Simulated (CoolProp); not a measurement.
Computed with CoolProp (reference Helmholtz-energy equation of state, Lemmon and Jacobsen 2000).

Question: Give the vapour pressure (bar), liquid density (kg/m³), vapour density (kg/m³), surface tension (mN/m) of saturated R143a at -33.45, -13.65 °C.

Answer: 
```json
[
 {"T (°C)": "-33.45", "p (bar)": "1.87", "liquid density (kg/m³)": "1130", "vapour density (kg/m³)": "8.49", "surface tension (mN/m)": "12.3"},
 {"T (°C)": "-13.65", "p (bar)": "3.96", "liquid density (kg/m³)": "1070", "vapour density (kg/m³)": "17.5", "surface tension (mN/m)": "9.48"}
]
```

Surface tension comes from a separate correlation (Mulero 2014).
